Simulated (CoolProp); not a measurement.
A simple Rankine cycle with p-xylene: condensing at 322.15 K, boiler at 0.0997 MPa, turbine inlet 560.8 K, turbine efficiency 0.9, pump efficiency 0.8, no recuperator. Each further row changes one setting.

The numbers come from the reference Helmholtz-energy equation of state, Zhou 2012 in CoolProp.

```csv
case,thermal efficiency (%),net work (kJ/kg),heat in (kJ/kg),turbine exit temperature (K),volume ratio over the turbine
as stated,14.8,?,793,501.1,21.8
turbine inlet 580.8 K,14.6,122,835,520.7,21.8
condensing temperature 314.15 K,?,131,807,493.9,31.9
boiler pressure 0.0698 MPa,13.3,105,793,507.8,15.4
turbine efficiency 0.8,13.2,104,793,507.9,?
```

Question: Complete the blanks.

Answer: 
- as stated, net work (kJ/kg): 117
- condensing temperature 314.15 K, thermal efficiency (%): 16.2
- turbine efficiency 0.8, volume ratio over the turbine: 22.1
